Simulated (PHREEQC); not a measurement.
Dissolve 46 mmol/kgw KH2PO4, 52 mmol/kgw Na2HPO4 and 24 mmol/kgw NaCl at 25 °C. Closed to the air; pH follows from the charge balance.

Equilibrium calculation in PHREEQC: ion-association model, phreeqc.dat.

```yaml
pH: 6.81
ionic_strength: 0.217 mol/kgw
specific_conductance: 13000 µS/cm
density: 1.009 g/cm³
total_alkalinity: 52.0 meq/kg
```

```
species  molality  activity   log γ
-------  --------  --------  ------
Na+         0.125    0.0927  -0.128
HPO4-2     0.0475    0.0138  -0.538
H2PO4-     0.0460    0.0341  -0.130
K+         0.0449    0.0316  -0.151
Cl-        0.0240    0.0170  -0.149
NaHPO4-   0.00335   0.00249  -0.130
```

This is a speciation only: nothing precipitates in the calculation.
